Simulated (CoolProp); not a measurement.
Vapour-liquid equilibrium of hydrogen sulfide (1) + propane (2) at 0.95 °C; x and y are mole fractions of (1).

The numbers come from the multi-fluid Helmholtz-energy mixture model, Lemmon 2006 and Lemmon 2009; pair parameters Kunz 2012 in CoolProp.

```
x      bubble pressure (bar)  y at the bubble point  dew pressure at overall composition x (bar)  liquid density (mol/L)
-----  ---------------------  ---------------------  -------------------------------------------  ----------------------
0.05                   5.872                  0.189                                        5.115                   12.18
0.125                  7.103                  0.358                                        5.502                   12.56
0.2                    8.082                  0.464                                        5.943                   13.01
0.275                  8.860                  0.537                                        6.449                   13.55
0.35                   9.476                  0.592                                        7.032                   14.17
0.425                  9.964                  0.636                                        7.700                   14.90
0.5                    10.35                  0.673                                        8.458                   15.73
0.575                  10.65                  0.707                                        9.287                   16.67
0.65                   10.87                  0.739                                        10.11                   17.74
0.725                  11.03                  0.773                                        10.78                   18.94
0.8                    11.12                  0.812                                        11.10                   20.28
0.875                  11.10                  0.861                                        11.08                   21.73
0.95                   10.91                  0.931                                        10.84                   23.30
```

y crosses x between x = 0.8 and 0.875: the model has an azeotrope there.

The pair parameters rest on a limited set of measurements; away from them the model extrapolates.
